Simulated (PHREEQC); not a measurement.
Model water analysis in mmol/kgw, 25 °C, pH 3.71:

```json
[
 {"constituent": "Na", "mmol/kgw": "110"},
 {"constituent": "K", "mmol/kgw": "0.118"},
 {"constituent": "Ca", "mmol/kgw": "2.06"},
 {"constituent": "Mg", "mmol/kgw": "3.61"},
 {"constituent": "Cl", "mmol/kgw": "10.6"},
 {"constituent": "S(6)", "mmol/kgw": "58.6"},
 {"constituent": "Mn(2)", "mmol/kgw": "0.302"},
 {"constituent": "Li", "mmol/kgw": "0.761"}
]
```

Valence states are taken as typed.

Computed with PHREEQC (Pitzer model, pitzer.dat).

No solid was allowed to form.

### Question
Predict the specific conductance.

### Answer
specific conductance 11400 µS/cm.
